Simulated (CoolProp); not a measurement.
Properties of R1123 along the isotherm 379.7 K (Tc = 331.7 K, pc = 4549 kPa, ω = 0.243).

Computed with CoolProp (reference Helmholtz-energy equation of state, Akasaka 2020).

```
p (kPa)          phase       Z  cp (kJ/(kg K))  fugacity coefficient
-------  -------------  ------  --------------  --------------------
1670               gas  0.9164           1.040                0.9213
3330               gas  0.8262           1.151                0.8464
5000     supercritical  0.7275           1.345            (withheld)
6670     supercritical  0.6221           1.698            (withheld)
8330     supercritical  0.5276           2.135                0.6419
10000    supercritical  0.4808      (withheld)            (withheld)
11700    supercritical  0.4792      (withheld)                0.5397
13300    supercritical  0.4973           1.845            (withheld)
15000    supercritical  0.5251           1.740                0.4764
16700    supercritical  0.5569           1.668                0.4535
18300    supercritical  0.5886      (withheld)                0.4361
20000    supercritical  0.6232           1.577                0.4211
```

**Question.** Complete the blanks.

**Answer.** 
- 5000, fugacity coefficient: 0.7743
- 6670, fugacity coefficient: 0.7056
- 10000, cp (kJ/(kg K)): 2.172
- 10000, fugacity coefficient: 0.5858
- 11700, cp (kJ/(kg K)): 1.989
- 13300, fugacity coefficient: 0.5053
- 18300, cp (kJ/(kg K)): 1.618

The peak of cp marks the crossing from liquid-like to gas-like fluid above the critical point.
